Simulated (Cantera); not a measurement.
Input (Python, Cantera) and output of one run.

```python
import numpy as np
import cantera as ct

gas_names = [...]  # 109 gases of nasa_gas.yaml made of C, Cl, H, Si
cond_names = """
    C(gr) C6H6(L) C7H8(L) C8H18(L),n-octa Si(cr) Si(L) SiC(b)
""".split()


# ... load() reads the species with a 1 bar reference pressure and builds the phases ...
atoms = {
    'SiH4': {'Si': 1, 'H': 4},
    'HCl': {'H': 1, 'CL': 1},
    'H2': {'H': 2},
    'CH4': {'C': 1, 'H': 4},
}
top_T = {'C(gr)': 4500, 'SiC(b)': 3050}  # K; cautious upper limits of use, not melting points


# ... equilibrate(T, P, feed) seeds the gas with the atoms and calls Mixture.equilibrate('TP', solver="vcs", rtol=1e-11, max_steps=5000) ...
results = []
feed = {'SiH4': 1, 'HCl': 0.97, 'H2': 420, 'CH4': 0.0022}  # mol
P = 5400  # Pa
for T in [1223, 1273, 1323, 1373, 1423, 1473, 1523, 1573, 1623, 1673, 1723, 1773]:
    mix = equilibrate(T, P, feed)
    results.append((T, P, feed, dict(zip(mix.species_names, mix.species_moles))))
    x = sorted(zip(gas.X, gas.species_names), reverse=True)
    print(f"T = {T:g} K  P = {P:g} Pa  gas = {mix.phase_moles(0):.4g} mol")
    print("   x: " + "  ".join(f"{s} {v:.3e}" for v, s in x if v > 0.0001))
    print("   condensed (mol): " + ("  ".join(f"{mix.phase(i).name} {mix.phase_moles(i):.4g}"
          for i in range(1, mix.n_phases) if mix.phase_moles(i) > 1e-12) or "none"))
```

Output:

```
T = 1223 K  P = 5400 Pa  gas = 423 mol
   x: H2 9.977e-01  HCL 2.266e-03
   condensed (mol): Si(cr) 0.9927  SiC(b) 0.001614
T = 1273 K  P = 5400 Pa  gas = 423 mol
   x: H2 9.977e-01  HCL 2.266e-03
   condensed (mol): Si(cr) 0.9925  SiC(b) 0.001652
T = 1323 K  P = 5400 Pa  gas = 423 mol
   x: H2 9.977e-01  HCL 2.264e-03
   condensed (mol): Si(cr) 0.9922  SiC(b) 0.001685
T = 1373 K  P = 5400 Pa  gas = 423 mol
   x: H2 9.977e-01  HCL 2.263e-03
   condensed (mol): Si(cr) 0.9918  SiC(b) 0.001715
T = 1423 K  P = 5400 Pa  gas = 423 mol
   x: H2 9.977e-01  HCL 2.262e-03
   condensed (mol): Si(cr) 0.9914  SiC(b) 0.00174
T = 1473 K  P = 5400 Pa  gas = 423 mol
   x: H2 9.977e-01  HCL 2.261e-03
   condensed (mol): Si(cr) 0.9908  SiC(b) 0.001762
T = 1523 K  P = 5400 Pa  gas = 423 mol
   x: H2 9.976e-01  HCL 2.259e-03
   condensed (mol): Si(cr) 0.9899  SiC(b) 0.001781
T = 1573 K  P = 5400 Pa  gas = 423 mol
   x: H2 9.975e-01  HCL 2.258e-03  H 1.748e-04
   condensed (mol): Si(cr) 0.9885  SiC(b) 0.001797
T = 1623 K  P = 5400 Pa  gas = 423 mol
   x: H2 9.974e-01  HCL 2.256e-03  H 2.970e-04
   condensed (mol): Si(cr) 0.9859  SiC(b) 0.001806
T = 1673 K  P = 5400 Pa  gas = 423.1 mol
   x: H2 9.972e-01  HCL 2.254e-03  H 4.894e-04
   condensed (mol): Si(cr) 0.9808  SiC(b) 0.001802
T = 1723 K  P = 5400 Pa  gas = 423.1 mol
   x: H2 9.969e-01  HCL 2.254e-03  H 7.835e-04
   condensed (mol): Si(L) 0.9725  SiC(b) 0.001739
T = 1773 K  P = 5400 Pa  gas = 423.3 mol
   x: H2 9.964e-01  HCL 2.255e-03  H 1.222e-03
   condensed (mol): Si(L) 0.9581  SiC(b) 0.001577
```

These are equilibrium values from Cantera (NASA tables, ideal gas, pure condensed phases), not measurements of a reactor. Mutual solubility and eutectic melting of coexisting phases are not modelled. Gases not in the tables: Si2H6 and higher silanes.
